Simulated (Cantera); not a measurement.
A Cantera script and its output.

```python
import numpy as np
import cantera as ct

gas = ct.Solution("gri30.yaml")
gas.TPX = 1100, 500000, {'CH4': 1, 'H2': 0.49, 'O2': 1.5, 'N2': 5.63}
reactor = ct.IdealGasReactor(gas, energy="on", clone=False)
net = ct.ReactorNet([reactor])
net.rtol, net.atol = 1e-08, 1e-16
show = ['CH4', 'H2', 'O2', 'C2H', 'CH2CO']
times = np.geomspace(3e-06, 0.3, 16)

steps = ct.SolutionArray(gas, extra=["t"])
rows = []
print(f"{'t/s':>10s}{'T/K':>9s}{'P/Pa':>11s}" + "".join(f"{s:>11s}" for s in show))
for t in times:
    while net.time < t:
        t_next = net.step()
        steps.append(gas.state, t=t_next)
    rows.append([np.interp(t, steps.t, y) for y in (steps.T, steps.P, *steps(*show).X.T)])
    print(f"{t:10.3e}{rows[-1][0]:9.1f}{rows[-1][1]:11.4g}" + "".join(f"{x:11.3e}" for x in rows[-1][2:]))
rate = np.gradient(steps.T, steps.t)
print("integrator steps:", len(steps.t))
if steps.T.max() > steps.T[0] + 200:
    print(f"time of steepest temperature rise: {steps.t[rate.argmax()]:.4e} s")
gas.TPX = 1100, 500000, {'CH4': 1, 'H2': 0.49, 'O2': 1.5, 'N2': 5.63}
gas.equilibrate("UV")
print(f"equilibrium (UV): T = {gas.T:.1f} K  " + "  ".join(f"{s} {gas[s].X[0]:.3e}" for s in show))
```

It prints:

```
       t/s      T/K       P/Pa        CH4         H2         O2        C2H      CH2CO
 3.000e-06   1100.0      5e+05  1.160e-01  5.684e-02  1.740e-01  4.337e-39  1.515e-26
 6.463e-06   1100.0      5e+05  1.160e-01  5.684e-02  1.740e-01  2.121e-37  1.063e-24
 1.392e-05   1100.0      5e+05  1.160e-01  5.684e-02  1.740e-01  1.018e-35  5.870e-23
 3.000e-05   1100.0      5e+05  1.160e-01  5.684e-02  1.740e-01  5.238e-34  2.827e-21
 6.463e-05   1100.0      5e+05  1.160e-01  5.684e-02  1.740e-01  3.009e-32  1.246e-19
 1.392e-04   1100.0      5e+05  1.160e-01  5.684e-02  1.740e-01  2.669e-30  6.316e-18
 3.000e-04   1100.0      5e+05  1.160e-01  5.684e-02  1.740e-01  1.143e-27  7.781e-16
 6.463e-04   1100.7  5.003e+05  1.160e-01  5.678e-02  1.739e-01  1.411e-21  1.625e-11
 1.392e-03   1150.3  5.225e+05  1.116e-01  5.537e-02  1.694e-01  1.339e-15  8.875e-07
 3.000e-03   2865.7  1.389e+06  3.955e-11  8.066e-02  2.944e-04  1.283e-15  2.345e-13
 6.463e-03   2865.7  1.389e+06  3.955e-11  8.066e-02  2.944e-04  1.283e-15  2.345e-13
 1.392e-02   2865.7  1.389e+06  3.955e-11  8.066e-02  2.944e-04  1.283e-15  2.345e-13
 3.000e-02   2865.7  1.389e+06  3.955e-11  8.066e-02  2.944e-04  1.283e-15  2.345e-13
 6.463e-02   2865.7  1.389e+06  3.955e-11  8.066e-02  2.944e-04  1.283e-15  2.345e-13
 1.392e-01   2865.7  1.389e+06  3.955e-11  8.066e-02  2.944e-04  1.283e-15  2.345e-13
 3.000e-01   2865.7  1.389e+06  3.955e-11  8.066e-02  2.944e-04  1.283e-15  2.345e-13
integrator steps: 2316
time of steepest temperature rise: 1.8209e-03 s
equilibrium (UV): T = 2865.7 K  CH4 4.508e-11  H2 8.066e-02  O2 2.944e-04  C2H 1.393e-15  CH2CO 2.552e-13
```

Cantera simulation using GRI-Mech 3.0 (53 species, 325 reactions); the numbers are that mechanism's predictions, not measurements.
